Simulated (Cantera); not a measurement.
An adiabatic, constant-volume homogeneous reactor starts with H2 : O2 : N2 : H2O = 1 : 0.417 : 1.57 : 0.069 (molar parts), at 1823 K and 1.00 bar. Integrator tolerance rtol = 1e-08.

Model: GRI-Mech 3.0 (53 species, 325 reactions), integrated in Cantera. Above 3000 K some thermodynamic fits are extrapolated.

What does this change do: N2 1.57 to 2.8 parts?


```
quantity                                                            before                                    after
---------------------------------  ---------------------------------------  ---------------------------------------
time of steepest temperature rise                                  5.54 µs                                  7.78 µs
temperature at 4.00 s                                               3035 K                                   2889 K
equilibrium temperature                                             3035 K                                   2889 K
x(H2) at 4.00 s                      0.0962 (gas-phase equilibrium 0.0962)    0.0621 (gas-phase equilibrium 0.0621)
x(O2) at 4.00 s                      0.0104 (gas-phase equilibrium 0.0104)  0.00548 (gas-phase equilibrium 0.00548)
x(H2O) at 4.00 s                       0.241 (gas-phase equilibrium 0.241)      0.183 (gas-phase equilibrium 0.183)
x(N2O) at 4.00 s                   5.48e-7 (gas-phase equilibrium 5.48e-7)  4.07e-7 (gas-phase equilibrium 4.07e-7)
x(OH) at 4.00 s                      0.0377 (gas-phase equilibrium 0.0377)    0.0204 (gas-phase equilibrium 0.0204)
x(HO2) at 4.00 s                   8.20e-6 (gas-phase equilibrium 8.20e-6)  3.33e-6 (gas-phase equilibrium 3.33e-6)
```

What does this change do: H2 1 to 0.4 parts?


```csv
quantity,before,after
time of steepest temperature rise,5.54 µs,6.62 µs
temperature at 4.00 s,3035 K,2756 K
equilibrium temperature,3035 K,2756 K
x(H2) at 4.00 s,0.0962 (gas-phase equilibrium 0.0962),0.00977 (gas-phase equilibrium 0.00977)
x(O2) at 4.00 s,0.0104 (gas-phase equilibrium 0.0104),0.0782 (gas-phase equilibrium 0.0782)
x(H2O) at 4.00 s,0.241 (gas-phase equilibrium 0.241),0.176 (gas-phase equilibrium 0.176)
x(N2O) at 4.00 s,5.48e-7 (gas-phase equilibrium 5.48e-7),1.20e-6 (gas-phase equilibrium 1.20e-6)
x(OH) at 4.00 s,0.0377 (gas-phase equilibrium 0.0377),0.0285 (gas-phase equilibrium 0.0285)
x(HO2) at 4.00 s,8.20e-6 (gas-phase equilibrium 8.20e-6),1.81e-5 (gas-phase equilibrium 1.81e-5)
```
